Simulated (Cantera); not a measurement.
Standard-state values (1 bar) from the NASA 1993 polynomials, evaluated with Cantera. Values are per mole of reaction as written; species without (g) are pure solids or liquids, kept so even where they would boil at 1 bar.

O2(g) + 2 Ti2O3 → 4 TiO2, with ΔH° = -737.4 kJ and ΔS° = -159.0 J/K at 300 K.

Question: How far is the shortcut ΔG° ≈ ΔH°(300 K) − T·ΔS°(300 K) from the full temperature-dependent value at 1925, 1975, 2025, 2075, 2125, 2175, 2225, 2275, 2325 K?

Answer: 
```csv
T (K),shortcut (kJ),full (kJ),difference (kJ),difference in log10 K,condensed phases
1925,-431.3,-382.5,-48.8,1.32,"Ti2O3(s), TiO2(rutile)"
1975,-423.4,-372.1,-51.3,1.36,"Ti2O3(s), TiO2(rutile)"
2025,-415.4,-361.6,-53.8,1.39,"Ti2O3(s), TiO2(rutile)"
2075,-407.5,-351.2,-56.3,1.42,"Ti2O3(s), TiO2(rutile)"
2125,-399.5,-339.6,-59.9,1.47,"Ti2O3(l), TiO2(rutile)"
2175,-391.6,-329.8,-61.7,1.48,"Ti2O3(l), TiO2(l)"
2225,-383.6,-320.7,-62.9,1.48,"Ti2O3(l), TiO2(l)"
2275,-375.7,-311.7,-64.0,1.47,"Ti2O3(l), TiO2(l)"
2325,-367.7,-302.6,-65.1,1.46,"Ti2O3(l), TiO2(l)"
```
The shortcut ignores heat capacities and the phase changes listed.
